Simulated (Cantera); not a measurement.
Feed: 1 mol Si, 0.029 mol N2O, 1.1 mol H2, 0.15 mol H2O, held at 0.0158 Torr.

Cantera equilibrium calculation (NASA polynomials, part measured and part estimated; ideal gas, pure solids and liquids). Candidate condensed phases: H2O, Si, SiO2, Si2N2O, Si3N4; 35 gas species. Mutual solubility and eutectic melting of coexisting phases are not modelled. The tables hold silica as quartz up to 1696 K and as liquid above; real silica turns to tridymite and cristobalite and melts near 1996 K. Gases not in the tables: Si2H6 and higher silanes. Kinetics and transport are ignored.

Problem. Which condensed phases are stable at each of these points (T (K)): 900, 1000, 1100, 1200, 1300, 1400, 1500, 1600, 1700, 1800, 1900, 2000, 2100, 2200?

Solution. 
| T (K) | condensed phases | Si condensed (%) |
|---|---|---|
| 900 | Si(s) + SiO2(β-quartz) + Si2N2O(s) | 100.0 |
| 1000 | Si(s) + SiO2(β-quartz) + Si2N2O(s) | 100.0 |
| 1100 | Si(s) + SiO2(β-quartz) + Si2N2O(s) | 99.9 |
| 1200 | Si(s) + SiO2(β-quartz) + Si2N2O(s) | 96.7 |
| 1300 | Si(s) + Si2N2O(s) | 85.0 |
| 1400 | Si(s) + Si2N2O(s) | 84.0 |
| 1500 | Si(s) | 82.0 |
| 1600 | Si(s) | 81.4 |
| 1700 | Si(l) | 77.1 |
| 1800 | Si(l) | 54.5 |
| 1900 | gas only | 0.0 |
| 2000 | gas only | 0.0 |
| 2100 | gas only | 0.0 |
| 2200 | gas only | 0.0 |

From 900 K to 1200 K the condensed part is Si(s) + SiO2(β-quartz) + Si2N2O(s). From 1300 K to 1400 K the condensed part is Si(s) + Si2N2O(s). From 1500 K to 1600 K the condensed part is Si(s). From 1700 K to 1800 K the condensed part is Si(l). From 1900 K to 2200 K nothing is condensed.
